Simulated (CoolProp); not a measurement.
The fluid at 247.09 K and 0.0341 MPa is throttled through a valve to 0.00838 MPa with no heat exchange. The same conditions are run with several fluids, on thermodynamics alone (safety and materials aside).

The numbers come from the reference Helmholtz-energy equation of state of each fluid (R142b: Lemmon 2006; chlorine: Thol 2021; sulfur hexafluoride: Guder 2009; R407C: Lemmon 2003; fluorine: de Reuck 1990) in CoolProp. Blends and air are pseudo-pure fits.

Problem. Rank R142b, chlorine, sulfur hexafluoride, R407C, fluorine by temperature change (K), highest first.

Solution. fluorine (-0.1), sulfur hexafluoride (-0.4), R407C (-1.1), chlorine (-1.2), R142b (-1.4)

```tsv
fluid	final density (kg/m³)
R142b	0.414
chlorine	0.291
sulfur hexafluoride	0.598
R407C	0.354
fluorine	0.155
```
